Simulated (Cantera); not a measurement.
Cantera run, input and output.

```python
import numpy as np
import cantera as ct

gas = ct.Solution("gri30.yaml")
gas.TPX = 1700, 190000, {'CH4': 1, 'O2': 2.25, 'N2': 21.6}
reactor = ct.IdealGasReactor(gas, energy="on", clone=False)
net = ct.ReactorNet([reactor])
net.rtol, net.atol = 1e-08, 1e-16
show = ['CH4', 'O2', 'C2H2', 'HCN', 'CO', 'C2H6']
times = np.geomspace(8e-06, 4, 12)

steps = ct.SolutionArray(gas, extra=["t"])
rows = []
print(f"{'t/s':>10s}{'T/K':>9s}{'P/Pa':>11s}" + "".join(f"{s:>11s}" for s in show))
for t in times:
    while net.time < t:
        t_next = net.step()
        steps.append(gas.state, t=t_next)
    rows.append([np.interp(t, steps.t, y) for y in (steps.T, steps.P, *steps(*show).X.T)])
    print(f"{t:10.3e}{rows[-1][0]:9.1f}{rows[-1][1]:11.4g}" + "".join(f"{x:11.3e}" for x in rows[-1][2:]))
rate = np.gradient(steps.T, steps.t)
print("integrator steps:", len(steps.t))
if steps.T.max() > steps.T[0] + 200:
    print(f"time of steepest temperature rise: {steps.t[rate.argmax()]:.4e} s")
gas.TPX = 1700, 190000, {'CH4': 1, 'O2': 2.25, 'N2': 21.6}
gas.equilibrate("UV")
print(f"equilibrium (UV): T = {gas.T:.1f} K  " + "  ".join(f"{s} {gas[s].X[0]:.3e}" for s in show))
```

Output:

```
       t/s      T/K       P/Pa        CH4         O2       C2H2        HCN         CO       C2H6
 8.000e-06   1699.9    1.9e+05  4.022e-02  9.054e-02  2.595e-12  8.243e-15  8.352e-09  1.454e-08
 2.637e-05   1699.7    1.9e+05  4.016e-02  9.052e-02  5.151e-10  1.159e-13  3.102e-07  6.897e-07
 8.695e-05   1700.4  1.901e+05  3.957e-02  9.024e-02  1.581e-07  3.308e-12  2.914e-05  4.035e-05
 2.867e-04   2422.6  2.765e+05  2.009e-16  1.809e-02  4.646e-20  2.712e-11  1.619e-02  1.722e-30
 9.450e-04   2599.6  2.934e+05  8.625e-17  1.358e-02  3.430e-20  8.038e-11  9.415e-03  9.165e-32
 3.116e-03   2592.9  2.927e+05  9.244e-17  1.240e-02  3.556e-20  1.228e-10  9.494e-03  1.024e-31
 1.027e-02   2587.5   2.92e+05  9.802e-17  1.150e-02  3.670e-20  1.559e-10  9.577e-03  1.127e-31
 3.386e-02   2587.0   2.92e+05  9.847e-17  1.143e-02  3.679e-20  1.585e-10  9.584e-03  1.135e-31
 1.116e-01   2587.0   2.92e+05  9.847e-17  1.143e-02  3.679e-20  1.585e-10  9.584e-03  1.135e-31
 3.680e-01   2587.0   2.92e+05  9.847e-17  1.143e-02  3.679e-20  1.585e-10  9.584e-03  1.135e-31
 1.213e+00   2587.0   2.92e+05  9.847e-17  1.143e-02  3.679e-20  1.585e-10  9.584e-03  1.135e-31
 4.000e+00   2587.0   2.92e+05  9.847e-17  1.143e-02  3.679e-20  1.585e-10  9.584e-03  1.135e-31
integrator steps: 1784
time of steepest temperature rise: 2.3261e-04 s
equilibrium (UV): T = 2587.0 K  CH4 1.309e-16  O2 1.143e-02  C2H2 3.983e-20  HCN 1.585e-10  CO 9.584e-03  C2H6 1.771e-31
```

Detailed kinetics in Cantera: GRI-Mech 3.0 (53 species, 325 reactions).
